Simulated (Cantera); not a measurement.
A Cantera script and what it prints.

```python
import numpy as np
import cantera as ct

gas_names = """
    F FO FO2 F2 F2O N NF NF2 NF3 NO NO2 NO3 N2 N2O O O2 O3 Si SiF SiF2 SiF3 SiF4 SiN SiO SiO2 Si2 Si2N
    Si3
""".split()
cond_names = """
    Si(cr) Si(L) SiO2(Lqz) SiO2(hqz) SiO2(L) Si2N2O(s) Si3N4(a)
""".split()


def load(file, names, dense=False):
    # The tables refer to 1 bar. Condensed volumes are neglected.
    table = {s.name: s for s in ct.Species.list_from_file(file)}
    out = []
    for n in names:
        d = dict(table[n].input_data)
        d["thermo"] = dict(d["thermo"], **{"reference-pressure": 1e5})
        if dense:
            d["equation-of-state"] = {"model": "constant-volume", "density": "1e6 g/cm^3"}
        out.append(ct.Species.from_dict(d))
    return out


gas = ct.Solution(thermo="ideal-gas", species=load("nasa_gas.yaml", gas_names))
cond = {s.name: ct.Solution(thermo="fixed-stoichiometry", species=[s], name=s.name)
        for s in load("nasa_condensed.yaml", cond_names, dense=True)}
atoms = {
    'SiF4': {'Si': 1, 'F': 4},
    'N2O': {'N': 2, 'O': 1},
    'O2': {'O': 2},
}
top_T = {'Si2N2O(s)': 2100, 'Si3N4(a)': 2400}  # K; cautious upper limits of use, not melting points


def equilibrate(T, P, feed):
    n = {}
    for name, mol in feed.items():
        for a, k in atoms[name].items():
            n[a] = n.get(a, 0.0) + k * mol
    gas.TPX = T, P, n
    mass = sum(n.values()) * gas.mean_molecular_weight
    gas.equilibrate("TP")
    valid = [c for c in cond.values() if c.min_temp <= T <= top_T.get(c.name, c.max_temp)]
    mix = ct.Mixture([(gas, mass / gas.mean_molecular_weight)] + [(c, 0.0) for c in valid])
    mix.T, mix.P = T, P
    mix.equilibrate("TP", solver="vcs", rtol=1e-11, max_steps=5000)
    return mix


results = []
feed = {'SiF4': 1, 'N2O': 5.9, 'O2': 0.15}  # mol
P = 17  # Pa
for T in [1500, 1550, 1600, 1650, 1700, 1750, 1800, 1850, 1900, 1950]:
    mix = equilibrate(T, P, feed)
    results.append((T, P, feed, dict(zip(mix.species_names, mix.species_moles))))

top = {s: max(r[3][s] / sum(r[3][g] for g in gas_names) for r in results) for s in gas_names}
cols = sorted((s for s in top if top[s] > 1e-06), key=lambda s: -top[s])[:5]
seen = [c for c in cond_names if any(r[3].get(c, 0) > 1e-12 for r in results)]
print("log10 of partial pressures in bar; condensed amounts in mol")
print(f"{'T/K':>10s}" + "".join(f"{s[:9]:>10s}" for s in cols + seen))
for T, P, feed, n in results:
    ng = sum(n[g] for g in gas_names)
    print(f"{T:10.4g}" + "".join(f"{np.log10(max(n[s] / ng * P / 1e5, 1e-99)):10.3f}" for s in cols)
          + "".join(f"{n.get(c, 0):10.4g}" for c in seen))
```

Result:

```
log10 of partial pressures in bar; condensed amounts in mol
       T/K        N2        O2      SiF4         O        NO SiO2(hqz)   SiO2(L)
      1500    -3.999    -4.279    -4.770    -7.532    -6.661 4.743e-05         0
      1550    -3.999    -4.280    -4.770    -7.246    -6.558 8.811e-05         0
      1600    -4.000    -4.280    -4.770    -6.979    -6.462 0.0001536         0
      1650    -4.000    -4.281    -4.770    -6.727    -6.373 0.0002468         0
      1700    -4.000    -4.282    -4.771    -6.491    -6.288         0 0.0003435
      1750    -4.001    -4.284    -4.772    -6.268    -6.209         0 0.0003168
      1800    -4.002    -4.286    -4.773    -6.058    -6.135         0         0
      1850    -4.003    -4.290    -4.776    -5.860    -6.065         0         0
      1900    -4.005    -4.296    -4.780    -5.673    -6.001         0         0
      1950    -4.007    -4.303    -4.786    -5.497    -5.942         0         0
```

Equilibrium computed with Cantera from the NASA thermochemical tables; the gas is ideal and each condensed phase is pure. The tables' values for SiF3, SiO2 are old estimates; treat these amounts as uncertain. The tables hold silica as quartz up to 1696 K and as liquid above; real silica turns to tridymite and cristobalite and melts near 1996 K.
